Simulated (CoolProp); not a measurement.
The numbers come from the reference Helmholtz-energy equation of state, Lemmon 2006 in CoolProp. It is a short technical equation, of lower accuracy than the large ones.

**Question.** For neopentane, give the phase and the cp (kJ/(kg K)), cv (kJ/(kg K)) at 537.4 K and 20.2 kPa.

**Answer.** 
- 537.4 K and 20.2 kPa: gas; cp 2.74, cv 2.62
